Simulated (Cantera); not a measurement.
An isothermal, constant-pressure homogeneous reactor starts with 80.0 % NH3, 20.0 % H2, at 2250 K and 35.3 Torr.

Cantera simulation using the gas-phase N/H chemistry of the illustrative SiF4/NH3 mechanism in the Surface Chemkin manual (1991); the numbers are that mechanism's predictions, not measurements. Walls and surfaces, which speed up NH3 decomposition in real reactors, are not modelled.

One state of this run: x NH3 = 1.99e-7; x H2 = 0.751; x N2 = 0.219; x N = 4.80e-8; x N2H2 = <1e-12; x H = 0.0299. x: mole fraction; the columns are a selection and need not sum to one.

Question: Which value of t (s) does it belong to?
A. 2.00e-5
B. 0.857
C. 2.80
D. 30.0

Answer: D, 30.0
